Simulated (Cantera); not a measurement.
Charge: 1 mol SiHCl3, 0.58 mol Cl2, 33 mol N2, equilibrated at 1200 °C and 133 Pa.

Equilibrium computed with Cantera from the NASA thermochemical tables; the gas is ideal and each condensed phase is pure. Candidate condensed phases: NH4Cl, Si, Si3N4; 28 gas species. The tables' values for SiCl3 are old estimates; treat these amounts as uncertain. Equilibrium is a limit: real reactors are often held back by kinetics, nucleation or transport.

Base state: N2 0.941, HCl 0.0285, SiCl4 0.0128, SiCl2 0.00974, SiCl3 0.00603, Cl 0.00160, H2 2.49e-5 (mole fractions); condensed: gas only.

Problem. What changes in the equilibrium state with this change: 2 mol NH3 added?

Solution. 
```csv
species,before,after
N2,0.941,0.859
HCl,0.0285,0.0646
H2,2.49e-5,0.0564
SiCl4,0.0128,5.78e-5
SiCl2,0.00974,0.0194
H,1.73e-6,8.25e-5
Cl,0.00160,7.65e-5
"Si3N4(s), mol",0,0.0695
```
